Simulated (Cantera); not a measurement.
Input: 1 mol Al2O3, 0.52 mol Cl2, 0.22 mol N2, held at 30.0 mbar.

Cantera equilibrium calculation (NASA polynomials, part measured and part estimated; ideal gas, pure solids and liquids). Candidate condensed phases: Al, AlCl3, AlN, Al2O3; 24 gas species. Equilibrium is a limit: real reactors are often held back by kinetics, nucleation or transport. All values below are at 1275 K.

Base state: Cl2 0.660, N2 0.290, Cl 0.0463, AlCl3 0.00211, O2 0.00157, NO 1.76e-5, ClO 1.09e-5 (mole fractions); condensed: Al2O3(s).

Q: What changes in the equilibrium state with this change: pressure from 30.0 mbar to 0.133 bar?

A: 
```json
[
 {"species": "Cl2", "before": "0.660", "after": "0.681"},
 {"species": "N2", "before": "0.290", "after": "0.294"},
 {"species": "Cl", "before": "0.0463", "after": "0.0223"},
 {"species": "AlCl3", "before": "0.00211", "after": "0.00175"},
 {"species": "O2", "before": "0.00157", "after": "0.00130"},
 {"species": "NO", "before": "1.76e-5", "after": "1.61e-5"},
 {"species": "ClO", "before": "1.09e-5", "after": "1.01e-5"},
 {"species": "Al2O3(s), mol", "before": "0.999", "after": "0.999"}
]
```
